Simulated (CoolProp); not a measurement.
Vapour-liquid equilibrium of ethylene (1) + 1-butene (2) at 201.6 K; x and y are mole fractions of (1).

Model: multi-fluid Helmholtz-energy mixture model, Smukala 2000 and Lemmon 2005; pair parameters Bell 2016, in CoolProp.

| x | bubble pressure, mixture model (MPa) | bubble pressure, Raoult's law (MPa) | y, mixture model | y, Raoult's law |
|---|---|---|---|---|
| 0.05 | 0.02758 | 0.02713 | 0.896 | 0.896 |
| 0.125 | 0.06411 | 0.06336 | 0.958 | 0.959 |
| 0.2 | 0.1003 | 0.09960 | 0.975 | 0.976 |
| 0.275 | 0.1364 | 0.1358 | 0.983 | 0.984 |
| 0.35 | 0.1723 | 0.1721 | 0.987 | 0.989 |
| 0.425 | 0.2081 | 0.2083 | 0.990 | 0.992 |
| 0.5 | 0.2438 | 0.2445 | 0.993 | 0.994 |
| 0.575 | 0.2793 | 0.2808 | 0.994 | 0.996 |
| 0.65 | 0.3148 | 0.3170 | 0.996 | 0.997 |
| 0.725 | 0.3502 | 0.3532 | 0.997 | 0.998 |
| 0.8 | 0.3858 | 0.3895 | 0.998 | 0.998 |
| 0.875 | 0.4221 | 0.4257 | 0.999 | 0.999 |
| 0.95 | 0.4597 | 0.4619 | 0.999 | 1.000 |

The largest gap from Raoult's law is +1.7 % in bubble pressure, at x = 0.05. No azeotrope shows between x = 0.05 and 0.95.

The pair parameters rest on a limited set of measurements; away from them the model extrapolates. The gap from Raoult's law changes sign with composition, which may be real or a fault of the pair parameters; it wasn't checked against measurements.
